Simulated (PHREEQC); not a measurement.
Make-up at 25 °C: 1.7 mmol/kgw ZnSO4 and 0.068 mmol/kgw NaCl. Closed to the air; pH follows from the charge balance.

Equilibrium calculation in PHREEQC: ion-association model, wateq4f.dat.

Problem. The ionic strength comes out as 0.00582 mol/kgw. What activity coefficients do SO4-2, ZnOH+, Zn(SO4)2-2, Cl-, Na+ get?

Solution. SO4-2 0.73, ZnOH+ 0.92, Zn(SO4)2-2 0.72, Cl- 0.92, Na+ 0.92.

Precipitation was switched off in this run. Complexes and solids missing from the database can't appear.
